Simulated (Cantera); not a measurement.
# Premixed flame

A freely propagating, adiabatic, planar premixed flame of H2 : O2 : N2 = 1 : 0.185 : 0.696 (molar parts), equivalence ratio 2.7, unburnt at 700 K and 0.550 bar; mixture-averaged transport, grid criteria slope 0.08 and curve 0.16, no radiation.

Detailed kinetics in Cantera: the H2/O2 subset of GRI-Mech 3.0, which has no nitrogen chemistry. Burning velocities carry a grid error of a few per cent, more on coarse grids.

| z (mm) | T (K) | u (m/s) | x H2 | x O2 | x H2O | x OH | x HO2 | x H |
|---|---|---|---|---|---|---|---|---|
| -3.33 | 700 | 10.4 | 0.532 | 0.0984 | <1e-8 | <1e-8 | <1e-8 | <1e-8 |
| -2.22 | 700 | 10.4 | 0.532 | 0.0984 | <1e-8 | <1e-8 | <1e-8 | <1e-8 |
| -1.66 | 700 | 10.4 | 0.532 | 0.0984 | <1e-8 | <1e-8 | 2.78e-8 | <1e-8 |
| -1.11 | 700 | 10.4 | 0.532 | 0.0984 | 3.83e-7 | <1e-8 | 2.65e-6 | 1.77e-6 |
| -0.554 | 720 | 10.7 | 0.529 | 0.0980 | 0.00132 | 4.50e-5 | 9.71e-5 | 0.000920 |
| -0.277 | 869 | 12.7 | 0.500 | 0.0926 | 0.0165 | 0.000316 | 6.59e-5 | 0.0130 |
| 0 | 1208 | 17.3 | 0.390 | 0.0519 | 0.102 | 0.00165 | 2.85e-5 | 0.0667 |
| 0.277 | 1431 | 20.4 | 0.312 | 0.00799 | 0.188 | 0.00209 | 4.36e-6 | 0.101 |
| 0.554 | 1521 | 21.5 | 0.305 | 0.000921 | 0.203 | 0.00209 | 4.76e-7 | 0.0992 |
| 1.11 | 1617 | 22.7 | 0.312 | 0.000175 | 0.206 | 0.00234 | 9.14e-8 | 0.0868 |
| 2.22 | 1725 | 24.1 | 0.323 | 0.000126 | 0.207 | 0.00251 | 6.49e-8 | 0.0713 |
| 4.43 | 1833 | 25.3 | 0.334 | 8.62e-5 | 0.209 | 0.00246 | 4.57e-8 | 0.0552 |
| 8.87 | 1935 | 26.5 | 0.344 | 5.01e-5 | 0.212 | 0.00216 | 2.90e-8 | 0.0399 |
x: mole fraction of selected species; z is measured from the peak of heat release.

```
Property                      Value
------------------------  ---------
laminar burning velocity  1040 cm/s
thermal thickness           1.11 mm
peak x(OH)                  0.00252
peak x(HO2)                 9.71e-5
peak x(H)                     0.102
grid points                     143
```
